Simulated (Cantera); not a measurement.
Feed: 1 mol Si₂H₆, 1.8 mol N₂O, at 1223 K and 10.0 mbar.

Cantera equilibrium calculation (NASA polynomials, part measured and part estimated; ideal gas, pure solids and liquids). Candidate condensed phases: H₂O, Si, SiO₂, Si₂N₂O, Si₃N₄; 35 gas species. The feed counts by its element totals alone. Mutual solubility and eutectic melting of coexisting phases are not modelled. The tables hold silica as quartz up to 1696 K and as liquid above; real silica turns to tridymite and cristobalite and melts near 1996 K. Rates play no part.

Question: What is the equilibrium state?

Answer: 
```
Item                                 Result
--------------------------------  ---------
x(H₂)                                 0.738
x(N₂)                                 0.262
x(H₂O)                              3.77e-5
x(H)                                2.58e-6
n(SiO₂(β-quartz))                 0.533 mol
n(Si₂N₂O(s))                      0.733 mol
gas amount                        4.067 mol
log10 activity of Si(s) (absent)      -5.56
```
